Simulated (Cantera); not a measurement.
A perfectly stirred reactor is fed with CH₄ : H₂ : O₂ : N₂ = 1 : 0.13 : 1.21 : 4.57 (molar parts), equivalence ratio 1.7, at 7.90 atm; it is adiabatic with a 598 K inlet, and is followed from long to short residence time, starting on the burning branch (τ in s: 0.044, 0.015, 0.0054, 0.0019, 0.00066, 0.00023, 8.1e-05, 2.8e-05, 9.9e-06).

Detailed kinetics in Cantera: GRI-Mech 3.0 (53 species, 325 reactions).

**Question.** What does this change do: pressure from 7.90 atm to 0.987 atm?

**Answer.** 
| quantity | before | after |
|---|---|---|
| blow-out, bracketed by the residence times tried | burning at 0.230 ms, out at 81.0 µs | burning at 0.660 ms, out at 0.230 ms |
| x(CH₄) at τ = 44.0 ms | 0.00315 | 0.00241 |
| x(H₂) at τ = 44.0 ms | 0.109 | 0.110 |
| x(O₂) at τ = 44.0 ms | 0.000133 | 0.000334 |
| x(HO₂) at τ = 44.0 ms | 5.61e-8 | 6.23e-8 |
| x(OH) at τ = 44.0 ms | 3.22e-5 | 0.000112 |
| x(CH₄) at τ = 0.660 ms | 0.0134 | 0.0105 |
| x(H₂) at τ = 0.660 ms | 0.0718 | 0.0844 |
| x(O₂) at τ = 0.660 ms | 0.00546 | 0.0113 |
| x(HO₂) at τ = 0.660 ms | 2.94e-6 | 5.04e-6 |
| x(OH) at τ = 0.660 ms | 8.06e-5 | 0.000261 |
